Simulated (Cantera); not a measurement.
Input: 1 mol C2H5OH, 0.76 mol H2, equilibrated at 2377 °C and 1.10 mbar.

These are equilibrium values from Cantera (NASA tables, ideal gas, pure condensed phases), not measurements of a reactor. Candidate condensed phases: C, C6H6, C7H8, C8H18, H2O; 110 gas species. Kinetics and transport are ignored.

Base state: H 0.642, H2 0.206, CO 0.141, C3 0.00407, C2H2 (acetylene) 0.00405, C2H 0.00122, C 0.00106, C2 0.000386 (mole fractions); condensed: C(graphite).

Q: What changes in the equilibrium state with this change: pressure from 1.10 mbar to 60.0 bar?

A: 
| species | before | after |
|---|---|---|
| H2 | 0.206 | 0.764 |
| CO | 0.141 | 0.210 |
| C2H2 (acetylene) | 0.00405 | 0.0150 |
| H | 0.642 | 0.00529 |
| CH4 | 5.59e-9 | 0.00419 |
| C2H4 | <1e-9 | 0.000303 |
| H2O | <1e-9 | 0.000165 |
| C | 0.00106 | 1.94e-8 |
| C(graphite), mol | 0.824 | 0.830 |
The ideal-gas law is rough above about 30 bar.
